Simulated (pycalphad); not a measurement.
Source of the numbers: pycalphad with the COST 507 light-alloy database (1999); pressure 1 atm. The database dates from 1999; later assessments differ in places, in temperatures and in the compounds included. Amounts are mole fractions of atoms.

Question: Give the equilibrium state of Si-83.73Sn (wt.%) at 577 °C.

Answer: 
```
T = 850.00 K, P = 101325 Pa, N = 1 mol of atoms
G = -42487 J/mol, H = 18483 J/mol, S = 71.73 J/(mol K)  (SER reference)
chemical potentials (J/mol): Si -23592, Sn -58008
phase             fraction      x(Si)      x(Sn)
LIQUID              0.5494   0.000662     0.9993
DIAMOND_A4          0.4506     1.0000   4.34e-07
```

DIAMOND_A4 is diamond (Si).
